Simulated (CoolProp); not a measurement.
Carbonyl sulfide at several states: Z from the reference equation and from simpler models built on Tc = 378.8 K, pc = 6369 kPa, ω = 0.098; each cubic takes its own stable root.

Values from CoolProp's reference Helmholtz-energy equation of state, Lemmon 2006. It is a short technical equation, of lower accuracy than the large ones.

```json
[
 {"T (K)": "231.4", "p (kPa)": "49.4", "phase": "gas", "reference": "0.9879", "Redlich-Kwong": "0.9896", "Peng-Robinson": "0.9891"},
 {"T (K)": "342.6", "p (kPa)": "1680", "phase": "gas", "reference": "0.8651", "Redlich-Kwong": "…", "Peng-Robinson": "…"},
 {"T (K)": "185.6", "p (kPa)": "146", "phase": "liquid", "reference": "0.004542", "Redlich-Kwong": "0.004776", "Peng-Robinson": "…"},
 {"T (K)": "276.8", "p (kPa)": "11500", "phase": "liquid", "reference": "…", "Redlich-Kwong": "0.2961", "Peng-Robinson": "…"},
 {"T (K)": "485.9", "p (kPa)": "1730", "phase": "gas", "reference": "…", "Redlich-Kwong": "…", "Peng-Robinson": "…"}
]
```

Task: Some entries are withheld; supply them.

Result: 
- 342.6, Redlich-Kwong: 0.8677
- 342.6, Peng-Robinson: 0.8549
- 185.6, Peng-Robinson: 0.004252
- 276.8, reference: 0.2786
- 276.8, Peng-Robinson: 0.2605
- 485.9, reference: 0.9582
- 485.9, Redlich-Kwong: 0.9556
- 485.9, Peng-Robinson: 0.9512
